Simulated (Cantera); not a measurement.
An adiabatic, constant-volume homogeneous reactor starts with 20.1 % CH4, 16.8 % O2, 63.1 % N2, at 1550 K and 2000000 Pa.

Detailed kinetics in Cantera: GRI-Mech 3.0 (53 species, 325 reactions). The pressure lies above the range GRI-Mech 3.0 was tuned for (to about 10 atm).

Q: Predict: time of steepest temperature rise; temperature at 0.600 s; equilibrium temperature; x(CH4) at 0.600 s; x(O2) at 0.600 s; x(O) at 0.600 s; x(CH3) at 0.600 s; x(H) at 0.600 s; x(OH) at 0.600 s.

A: 
```json
{
  "time_of_steepest_temperature_rise": "87.4 µs",
  "temperature at 0.600 s": "2680 K",
  "equilibrium_temperature": "2680 K",
  "x(CH4) at 0.600 s": "5.34e-8 (gas-phase equilibrium 5.94e-8)",
  "x(O2) at 0.600 s": "8.04e-7 (gas-phase equilibrium 8.04e-7)",
  "x(O) at 0.600 s": "4.57e-6 (gas-phase equilibrium 4.57e-6)",
  "x(CH3) at 0.600 s": "1.56e-8 (gas-phase equilibrium 1.74e-8)",
  "x(H) at 0.600 s": "0.00385 (gas-phase equilibrium 0.00385)",
  "x(OH) at 0.600 s": "0.000419 (gas-phase equilibrium 0.000419)"
}
```
